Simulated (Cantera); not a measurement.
Mixture: CH₄ : O₂ : N₂ : CO₂ = 1 : 1.18 : 4.42 : 0.74 (molar parts), equivalence ratio 1.7, at 101000 Pa, adiabatic and at constant volume. Ignition delay is the time to a rise of 400 K.

Cantera simulation using GRI-Mech 3.0 (53 species, 325 reactions); the numbers are that mechanism's predictions, not measurements.

### Question
What does this change do: 0.017 parts H2 added?

### Answer
| quantity | before | after |
|---|---|---|
| delay at 1125 K | 0.208 s | 0.160 s |
| delay at 1225 K | 48.1 ms | 40.2 ms |
| delay at 1325 K | 12.7 ms | 11.1 ms |
| delay at 1425 K | 3.74 ms | 3.37 ms |
| delay at 1525 K | 1.24 ms | 1.15 ms |
| delay at 1625 K | 0.475 ms | 0.449 ms |
| delay at 1725 K | 0.210 ms | 0.202 ms |
| apparent activation energy between 1525 and 1725 K | 190 kJ/mol | 190 kJ/mol |

### Question
What does this change do: N2 4.42 to 8.9 parts?

### Answer
| quantity | before | after |
|---|---|---|
| delay at 1125 K | 0.208 s | 0.385 s |
| delay at 1225 K | 48.1 ms | 90.1 ms |
| delay at 1325 K | 12.7 ms | 23.6 ms |
| delay at 1425 K | 3.74 ms | 6.73 ms |
| delay at 1525 K | 1.24 ms | 2.14 ms |
| delay at 1625 K | 0.475 ms | 0.781 ms |
| delay at 1725 K | 0.210 ms | 0.333 ms |
| apparent activation energy between 1525 and 1725 K | 190 kJ/mol | 200 kJ/mol |
